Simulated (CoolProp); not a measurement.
Properties of R152A at several states.

Values from CoolProp's reference Helmholtz-energy equation of state, Outcalt 1996. It is a modified Benedict-Webb-Rubin equation, recast in Helmholtz form.

```json
[
 {"T (K)": "442.6", "p (MPa)": "0.281", "phase": "gas", "speed of sound (m/s)": "245.2", "viscosity (µPa s)": "16.4", "conductivity (mW/(m K))": "28.3"},
 {"T (K)": "255.6", "p (MPa)": "8.04", "phase": "liquid", "speed of sound (m/s)": "909.6", "viscosity (µPa s)": "296", "conductivity (mW/(m K))": "125"},
 {"T (K)": "252.9", "p (MPa)": "0.0627", "phase": "gas", "speed of sound (m/s)": "188.9", "viscosity (µPa s)": "9.40", "conductivity (mW/(m K))": "9.74"},
 {"T (K)": "357.5", "p (MPa)": "1.14", "phase": "gas", "speed of sound (m/s)": "201.5", "viscosity (µPa s)": "…", "conductivity (mW/(m K))": "21.0"},
 {"T (K)": "422", "p (MPa)": "0.175", "phase": "gas", "speed of sound (m/s)": "240.5", "viscosity (µPa s)": "15.7", "conductivity (mW/(m K))": "…"},
 {"T (K)": "402", "p (MPa)": "0.0472", "phase": "gas", "speed of sound (m/s)": "…", "viscosity (µPa s)": "…", "conductivity (mW/(m K))": "…"}
]
```

Problem. Complete the blanks.

Solution. 
- 357.5, viscosity (µPa s): 13.5
- 422, conductivity (mW/(m K)): 26.2
- 402, speed of sound (m/s): 236.5
- 402, viscosity (µPa s): 15.0
- 402, conductivity (mW/(m K)): 24.2

Viscosity comes from a separate model (Bell 2016), an estimate that may be off by 10 % or more. Thermal conductivity comes from a separate model (Krauss 1996).
